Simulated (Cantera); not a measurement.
## Thermodynamics of abatement and gas-phase synthesis, feed HBr + H₂

Charge: 1 mol HBr, 2.7 mol H₂, at 2550 K.

These are equilibrium values from Cantera (NASA tables, ideal gas, pure condensed phases), not measurements of a reactor. Candidate condensed phases: Br₂; 5 gas species. The ideal-gas law is rough above about 30 bar. Kinetics and transport are ignored.

From 10.0 Pa to 3.00e7 Pa nothing is condensed.

```json
[
 {"P (Pa)": "10", "x H": "0.792", "x H₂": "0.0644", "x HBr": "0.00120", "x Br": "0.143"},
 {"P (Pa)": "200", "x H": "0.430", "x H₂": "0.381", "x HBr": "0.0158", "x Br": "0.173"},
 {"P (Pa)": "3900", "x H": "0.126", "x H₂": "0.641", "x HBr": "0.0800", "x Br": "0.153"},
 {"P (Pa)": "77000", "x H": "0.0300", "x H₂": "0.714", "x HBr": "0.182", "x Br": "0.0740"},
 {"P (Pa)": "1500000", "x H": "0.00687", "x H₂": "0.727", "x HBr": "0.244", "x Br": "0.0222"},
 {"P (Pa)": "30000000", "x H": "0.00154", "x H₂": "0.729", "x HBr": "0.264", "x Br": "0.00537"}
]
```
x: gas mole fraction; nothing condenses.
